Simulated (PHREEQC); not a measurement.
A solution holds 0.015 mol H2SO4 and 0.00079 mol CuCl2 per kg of water, at 35 °C. Closed to the air; pH follows from the charge balance.

Computed with PHREEQC (ion-association model, phreeqc.dat).

This is a speciation only: nothing precipitates in the calculation.

**Question.** Estimate the pH, ionic strength.

**Answer.** pH 1.73; ionic strength 0.0292 mol/kgw.

**Question.** In which forms is Cu present?

**Answer.** Cu+2 72 %, CuSO4 27 % of the Cu.
